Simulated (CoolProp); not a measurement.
A single-stage vapour-compression cycle with the fluid: evaporating at 306.15 K (dew point), condensing at 368.15 K (bubble point), superheat 5 K, subcooling 5 K, compressor efficiency 0.7, no pressure losses. The same conditions are run with several fluids, on thermodynamics alone (safety and materials aside).

Values from CoolProp's reference Helmholtz-energy equation of state of each fluid (R245ca: Zhou 2016; carbonyl sulfide: Lemmon 2006; R123: Younglove 1994; n-perfluorohexane: Gao 2022; cyclopentane: Gedanitz 2015; dimethyl carbonate: Zhou 2011).

| fluid | cooling COP | pressure ratio | discharge temperature (K) | refrigerating effect (kJ/kg) | volumetric capacity (kJ/m³) |
|---|---|---|---|---|---|
| R245ca | 2.54 | 6.12 | 370.9 | 122 | 894 |
| carbonyl sulfide | 2.18 | [?] | 428.5 | 148 | 6470 |
| R123 | 2.67 | 5.76 | 378.8 | 110 | 834 |
| n-perfluorohexane | 1.73 | 7.57 | 368.2 | 32.1 | [?] |
| cyclopentane | [?] | 6.43 | [?] | 293 | 467 |
| dimethyl carbonate | 2.95 | 10.9 | 393.3 | 312 | 118 |

Question: Some entries are withheld; supply them.

Answer: 
- carbonyl sulfide, pressure ratio: 3.42
- n-perfluorohexane, volumetric capacity (kJ/m³): 179
- cyclopentane, cooling COP: 2.87
- cyclopentane, discharge temperature (K): 387.6

The compression ends wet for: n-perfluorohexane.
